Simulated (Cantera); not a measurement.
A perfectly stirred reactor is fed with CH4 : N2 = 1 : 140 (molar parts), at 101000 Pa; it is held at 1150 K, and followed from long to short residence time.

Computed with Cantera and GRI-Mech 3.0 (53 species, 325 reactions). GRI-Mech 3.0 stops at C3 and has no aromatics, soot or wall deposition, so with more carbon than oxygen in the feed, carbon stays in small species such as C2H2 where larger ones or solid carbon would form.

**Question.** What does this change do: temperature 1150 to 1398 K?

**Answer.** 
| quantity | before | after |
|---|---|---|
| x(CH4) at τ = 2.10 s | 0.00709 | 0.00595 |
| x(CH3) at τ = 2.10 s | 5.23e-8 | 7.33e-6 |
| x(C2H2) at τ = 2.10 s | 1.45e-10 | 0.000488 |
| x(HCN) at τ = 2.10 s | <1e-12 | 6.93e-10 |
| x(C2H4) at τ = 2.10 s | 1.21e-8 | 6.13e-5 |
| x(CH4) at τ = 0.140 s | 0.00709 | 0.00699 |
| x(CH3) at τ = 0.140 s | 2.57e-8 | 8.17e-6 |
| x(C2H2) at τ = 0.140 s | <1e-12 | 9.57e-6 |
| x(HCN) at τ = 0.140 s | <1e-12 | 7.12e-12 |
| x(C2H4) at τ = 0.140 s | 1.34e-10 | 2.43e-5 |
